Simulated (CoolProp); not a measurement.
Vapour-liquid equilibrium of m-xylene (1) + n-decane (2) at 301.1 K; x and y are mole fractions of (1).

Computed with CoolProp (multi-fluid Helmholtz-energy mixture model, Zhou 2012 and Lemmon 2006; pair parameters Bell 2016).

```
x      bubble pressure, mixture model (MPa)  bubble pressure, Raoult's law (MPa)  y, mixture model  y, Raoult's law
-----  ------------------------------------  -----------------------------------  ----------------  ---------------
0.05                              0.0002914                            0.0002782             0.272            0.238
0.125                             0.0003869                            0.0003606             0.493            0.458
0.2                               0.0004761                            0.0004431                 ?            0.597
0.275                             0.0005607                            0.0005255             0.706            0.692
0.35                              0.0006421                            0.0006080             0.767            0.761
0.425                             0.0007213                            0.0006905                 ?            0.814
0.5                               0.0007994                            0.0007729             0.853            0.856
0.575                             0.0008768                            0.0008554             0.884            0.889
0.65                              0.0009542                            0.0009378             0.911            0.917
0.725                              0.001032                             0.001020             0.935            0.940
0.8                                       ?                             0.001103             0.955            0.960
0.875                              0.001189                             0.001185             0.974            0.976
0.95                               0.001269                             0.001268             0.990            0.991
```

Some entries are withheld; supply them.


- 0.2, y, mixture model: 0.621
- 0.425, y, mixture model: 0.815
- 0.8, bubble pressure, mixture model (MPa): 0.001110

The largest gap from Raoult's law is +7.4 % in bubble pressure, at x = 0.2. No azeotrope shows between x = 0.05 and 0.95.

The pair parameters rest on a limited set of measurements; away from them the model extrapolates.
